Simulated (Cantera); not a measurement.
An isothermal, constant-pressure homogeneous reactor starts with 23.8 % CH4, 76.2 % N2, at 1425 K and 0.00320 bar.

Detailed kinetics in Cantera: GRI-Mech 3.0 (53 species, 325 reactions). GRI-Mech 3.0 stops at C3 and has no aromatics, soot or wall deposition, so with more carbon than oxygen in the feed, carbon stays in small species such as C2H2 where larger ones or solid carbon would form. Radical loss at walls, strong at low pressure, is not modelled.

One state of this run: x CH4 = 0.170; x C2H6 = 3.55e-5; x H2 = 0.0804; x C2H4 = 0.00233; x CH3 = 0.000316; x H = 7.69e-6; x C2H = 2.78e-9. x: mole fraction; the columns are a selection and need not sum to one.

Problem. Which value of t (s) does it belong to?
A. 5.21
B. 0.000168
C. 0.000737
D. 22.8

Solution. D, 22.8
